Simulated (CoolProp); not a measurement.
Vapour-liquid equilibrium of acetone (1) + n-dodecane (2) at 373.8 K; x and y are mole fractions of (1).

The numbers come from the multi-fluid Helmholtz-energy mixture model, Lemmon 2006 and Lemmon 2004; pair parameters Bell 2016 in CoolProp.

| x | bubble pressure (bar) | y at the bubble point | dew pressure at overall composition x (bar) | liquid density (mol/L) |
|---|---|---|---|---|
| 0.05 | 0.2523 | 0.920 | 0.02200 | 4.205 |
| 0.15 | 0.8650 | 0.978 | 0.02459 | 4.550 |
| 0.25 | 1.519 | 0.988 | 0.02786 | 4.941 |
| 0.35 | 2.061 | 0.992 | 0.03213 | 5.390 |
| 0.45 | 2.435 | 0.993 | 0.03795 | 5.913 |
| 0.55 | 2.676 | 0.994 | 0.04633 | 6.531 |
| 0.65 | 2.852 | 0.995 | 0.05946 | 7.277 |
| 0.75 | 3.030 | 0.996 | 0.08298 | 8.201 |
| 0.85 | 3.263 | 0.997 | 0.1373 | 9.379 |
| 0.95 | 3.586 | 0.999 | 0.3993 | 10.94 |

No azeotrope shows between x = 0.05 and 0.95.

The pair parameters rest on a limited set of measurements; away from them the model extrapolates. With so large a gap from Raoult's law the liquid may split in two, which this calculation doesn't test in full.
